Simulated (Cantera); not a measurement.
A perfectly stirred reactor is fed with 41.7 % CH4, 58.3 % CO2, at 16.8 atm; it is held at 1598 K, and followed from long to short residence time.

Model: GRI-Mech 3.0 (53 species, 325 reactions), integrated in Cantera. The pressure lies above the range GRI-Mech 3.0 was tuned for (to about 10 atm).

x: mole fraction; the columns are a selection and need not sum to one.

| τ (s) | x CH4 | x CO2 | x O2 | x OH | x HCO |
|---|---|---|---|---|---|
| 13 | 0.0546 | 0.0621 | <1e-12 | 1.03e-7 | ___ |
| 1.8 | 0.0806 | 0.105 | <1e-12 | 1.63e-7 | ___ |
| 0.27 | 0.0946 | 0.173 | 1.80e-12 | 2.35e-7 | ___ |
| 0.039 | 0.161 | 0.315 | 3.96e-12 | 1.95e-7 | ___ |
| 0.0057 | 0.311 | 0.512 | 2.92e-12 | 5.26e-8 | ___ |
| 0.00083 | 0.394 | 0.576 | <1e-12 | 8.51e-9 | 5.65e-10 |
| 0.00012 | 0.414 | 0.583 | <1e-12 | 1.48e-9 | 1.92e-10 |

Q: Fill in the missing entries.

A: 
- 13, x HCO: 6.33e-8
- 1.8, x HCO: 4.75e-8
- 0.27, x HCO: 2.91e-8
- 0.039, x HCO: 1.11e-8
- 0.0057, x HCO: 1.70e-9
